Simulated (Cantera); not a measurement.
Equilibrium for silicon etching in halogen gases: Si + SF₆ + N₂

A closed system holds: 1 mol Si, 1.5 mol SF₆, 22 mol N₂, held at 11.0 Pa.

Equilibrium computed with Cantera from the NASA thermochemical tables; the gas is ideal and each condensed phase is pure. Candidate condensed phases: S, Si, Si₃N₄; 29 gas species. The tables' values for SF₃, S₂F₂ (SSF₂), FS₂F (FSSF) are old estimates; treat these amounts as uncertain. Gases not in the tables: S₃ to S₇. Kinetics and transport are ignored.

From 973 K to 1673 K nothing is condensed. The main Si-bearing gas is SiF₄ throughout.

```json
[
 {"T (K)": "973", "x N₂": "0.900", "x F": "4.84e-6", "x SF₂": "0.0128", "x SF₄": "0.0419", "x SiF₄": "0.0409", "x S₂": "2.11e-8"},
 {"T (K)": "1073", "x N₂": "0.898", "x F": "0.000145", "x SF₂": "0.0179", "x SF₄": "0.0392", "x SiF₄": "0.0408", "x S₂": "9.21e-9"},
 {"T (K)": "1173", "x N₂": "0.896", "x F": "0.00269", "x SF₂": "0.0193", "x SF₄": "0.0370", "x SiF₄": "0.0407", "x S₂": "2.15e-9"},
 {"T (K)": "1273", "x N₂": "0.878", "x F": "0.0228", "x SF₂": "0.0284", "x SF₄": "0.0256", "x SiF₄": "0.0399", "x S₂": "4.36e-9"},
 {"T (K)": "1373", "x N₂": "0.841", "x F": "0.0635", "x SF₂": "0.0485", "x SF₄": "0.00465", "x SiF₄": "0.0382", "x S₂": "2.99e-7"},
 {"T (K)": "1473", "x N₂": "0.830", "x F": "0.0765", "x SF₂": "0.0532", "x SF₄": "0.000182", "x SiF₄": "0.0377", "x S₂": "9.06e-5"},
 {"T (K)": "1573", "x N₂": "0.814", "x F": "0.0987", "x SF₂": "0.0397", "x SF₄": "8.96e-6", "x SiF₄": "0.0370", "x S₂": "0.00438"},
 {"T (K)": "1673", "x N₂": "0.783", "x F": "0.144", "x SF₂": "0.0140", "x SF₄": "3.91e-7", "x SiF₄": "0.0356", "x S₂": "0.0152"}
]
```
x: gas mole fraction; nothing condenses.
